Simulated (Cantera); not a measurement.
Input: 1 mol CaCO3, 0.081 mol CO2, 1.2 mol O2, at 18.0 Pa.

These are equilibrium values from Cantera (NASA tables, ideal gas, pure condensed phases), not measurements of a reactor. Candidate condensed phases: C, Ca, CaCO3, CaO; 15 gas species. The numbers say what is thermodynamically allowed, not how fast it happens.

log p: log10 of the partial pressure in bar; n: condensed amount in mol.

| T (K) | log p O2 | log p CO2 | log p CO | log p O | log p Ca | log p CaO | n CaO(s) |
|---|---|---|---|---|---|---|---|
| 825 | -4.02 | -4.07 | -15.41 | -14.61 | <-15 | <-15 | 1.00 |
| 925 | -4.02 | -4.07 | ? | ? | <-15 | <-15 | 1.00 |
| 1025 | -4.02 | -4.07 | -11.91 | -11.49 | <-15 | <-15 | 1.00 |
| 1125 | -4.02 | -4.07 | -10.63 | -10.35 | <-15 | <-15 | 1.00 |
| 1225 | -4.02 | -4.07 | -9.57 | -9.39 | <-15 | <-15 | 1.00 |
| 1325 | -4.02 | -4.07 | -8.66 | -8.57 | <-15 | <-15 | 1.00 |
| 1425 | -4.02 | -4.07 | -7.88 | -7.87 | <-15 | <-15 | 1.00 |
| 1525 | -4.02 | -4.07 | -7.21 | -7.26 | -14.92 | -14.38 | 1.00 |
| 1625 | -4.02 | -4.07 | -6.62 | -6.72 | -13.24 | -12.99 | 1.00 |
| 1725 | -4.02 | -4.07 | -6.10 | -6.25 | -11.76 | -11.76 | 1.00 |
| 1825 | -4.03 | -4.09 | -5.65 | -5.83 | -10.45 | -10.67 | 1.000 |
| 1925 | -4.03 | -4.11 | ? | ? | ? | ? | 1.000 |
| 2025 | -4.04 | -4.16 | -4.93 | -5.11 | -8.22 | -8.82 | 1.000 |
| 2125 | -4.06 | -4.25 | -4.68 | -4.81 | -7.26 | -8.03 | 0.999 |

Problem. Complete the blanks.

Solution. 
- 1925, log p CO: -5.26
- 1925, log p O: -5.45
- 1925, log p Ca: -9.28
- 1925, log p CaO: -9.70
- 925, log p CO: -13.47
- 925, log p O: -12.88
